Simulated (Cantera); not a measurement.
An adiabatic, constant-pressure homogeneous reactor starts with 9.85 % CH₄, 18.9 % O₂, 71.2 % N₂, at 1625 K and 5.00 bar.

Cantera simulation using GRI-Mech 3.0 (53 species, 325 reactions); the numbers are that mechanism's predictions, not measurements.

Task: Predict: time of steepest temperature rise; temperature at 7.00 s; equilibrium temperature; x(O₂) at 7.00 s; x(H₂O) at 7.00 s; x(CO) at 7.00 s.

Result: 
```json
{
  "time_of_steepest_temperature_rise": "0.109 ms",
  "temperature at 7.00 s": "2907 K",
  "equilibrium_temperature": "2907 K",
  "x(O₂) at 7.00 s": "0.0142 (gas-phase equilibrium 0.0142)",
  "x(H₂O) at 7.00 s": "0.156 (gas-phase equilibrium 0.156)",
  "x(CO) at 7.00 s": "0.0441 (gas-phase equilibrium 0.0441)"
}
```
